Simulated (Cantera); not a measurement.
A Cantera script and its output.

```python
import numpy as np
import cantera as ct

gas = ct.Solution("gri30.yaml")
gas.TPX = 1250, 1333, {'C2H6': 1, 'H2': 27}
reactor = ct.IdealGasConstPressureReactor(gas, energy="off", clone=False)
net = ct.ReactorNet([reactor])
net.rtol, net.atol = 1e-08, 1e-18
show = ['C2H6', 'H2', 'C2H4', 'CH2', 'CH3', 'C2H', 'C2H2']
times = np.geomspace(7e-06, 200, 13)

steps = ct.SolutionArray(gas, extra=["t"])
rows = []
print(f"{'t/s':>10s}{'T/K':>9s}{'P/Pa':>11s}" + "".join(f"{s:>11s}" for s in show))
for t in times:
    while net.time < t:
        t_next = net.step()
        steps.append(gas.state, t=t_next)
    rows.append([np.interp(t, steps.t, y) for y in (steps.T, steps.P, *steps(*show).X.T)])
    print(f"{t:10.3e}{rows[-1][0]:9.1f}{rows[-1][1]:11.4g}" + "".join(f"{x:11.3e}" for x in rows[-1][2:]))
rate = np.gradient(steps.T, steps.t)
print("integrator steps:", len(steps.t))
if steps.T.max() > steps.T[0] + 200:
    print(f"time of steepest temperature rise: {steps.t[rate.argmax()]:.4e} s")
gas.TPX = 1250, 1333, {'C2H6': 1, 'H2': 27}
gas.equilibrate("TP")
print(f"equilibrium (TP): T = {gas.T:.1f} K  " + "  ".join(f"{s} {gas[s].X[0]:.3e}" for s in show))
```

It prints:

```
       t/s      T/K       P/Pa       C2H6         H2       C2H4        CH2        CH3        C2H       C2H2
 7.000e-06   1250.0       1333  3.571e-02  9.643e-01  5.850e-12  1.310e-16  3.182e-07  1.153e-31  9.178e-20
 2.927e-05   1250.0       1333  3.571e-02  9.643e-01  9.075e-10  1.030e-14  1.250e-06  1.270e-27  5.307e-17
 1.224e-04   1250.0       1333  3.571e-02  9.643e-01  1.498e-07  7.096e-13  4.090e-06  1.466e-23  5.532e-14
 5.118e-04   1250.0       1333  3.568e-02  9.643e-01  1.167e-05  1.915e-11  7.994e-06  1.621e-19  9.637e-11
 2.140e-03   1250.0       1333  3.524e-02  9.642e-01  3.333e-04  2.669e-10  2.014e-05  4.916e-16  6.609e-08
 8.948e-03   1250.0       1333  2.944e-02  9.629e-01  4.489e-03  6.217e-09  1.220e-04  3.895e-13  1.567e-05
 3.742e-02   1250.0       1333  5.386e-03  9.543e-01  1.815e-02  8.145e-09  1.092e-04  3.359e-11  8.198e-04
 1.565e-01   1250.0       1333  1.546e-04  9.527e-01  1.887e-02  3.466e-10  1.754e-05  3.416e-11  3.280e-03
 6.542e-01   1250.0       1333  1.976e-05  9.528e-01  1.672e-02  2.776e-11  4.858e-06  1.592e-11  5.472e-03
 2.736e+00   1250.0       1333  1.192e-05  9.529e-01  1.308e-02  1.374e-11  3.406e-06  1.842e-11  9.014e-03
 1.144e+01   1250.0       1333  5.226e-06  9.532e-01  5.677e-03  1.102e-11  3.073e-06  2.993e-11  1.620e-02
 4.783e+01   1250.0       1333  1.524e-06  9.533e-01  1.577e-03  7.238e-12  2.503e-06  3.036e-11  2.016e-02
 2.000e+02   1250.0       1333  1.413e-06  9.532e-01  1.452e-03  7.052e-12  2.479e-06  2.996e-11  2.022e-02
integrator steps: 1058
equilibrium (TP): T = 1250.0 K  C2H6 1.265e-06  H2 9.485e-01  C2H4 1.171e-03  CH2 6.875e-12  CH3 2.853e-06  C2H 2.053e-11  C2H2 1.632e-02
```

Cantera simulation using GRI-Mech 3.0 (53 species, 325 reactions); the numbers are that mechanism's predictions, not measurements. GRI-Mech 3.0 stops at C3 and has no aromatics, soot or wall deposition, so with more carbon than oxygen in the feed, carbon stays in small species such as C2H2 where larger ones or solid carbon would form. Radical loss at walls, strong at low pressure, is not modelled.
